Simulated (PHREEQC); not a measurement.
## Leach liquor (model solution)

A solution holds 0.0073 mol/kgw H2SO4, 0.00011 mol/kgw LiCl and 0.0004 mol/kgw Fe2(SO4)3, at 90 °C. Closed to the air; pH follows from the charge balance.

Computed with PHREEQC (ion-association model, phreeqc.dat).

Each row changes one thing in this solution. Precipitation was switched off in this run.

```tsv
case	pH	ionic strength (mol/kgw)	HSO4- (mol/kgw)	SO4-2 (mol/kgw)	LiSO4- (mol/kgw)
as made	2.10	0.0126	0.00598	0.00205	5.90e-7
diluted 10-fold with water	2.91	0.00198	0.000300	0.000547	2.10e-8
Fe2(SO4)3 from 0.0004 to 0.0008 mol/kgw	2.10	0.0142	0.00644	0.00229	6.43e-7
H2SO4 from 0.0073 to 0.00657 mol/kgw	2.13	0.0118	0.00534	0.00198	5.78e-7
Fe2(SO4)3 from 0.0004 to 0.002 mol/kgw	2.13	0.0187	0.00771	0.00304	8.00e-7
LiCl from 0.00011 to 0.000121 mol/kgw	2.10	0.0126	0.00598	0.00205	6.49e-7
Fe2(SO4)3 left out	2.09	0.0110	0.00549	0.00180	5.35e-7
```

Some of these states are supersaturated (in Hematite (slow to form), Goethite (slow to form), for instance). Constants without temperature data keep their 25 °C values here.
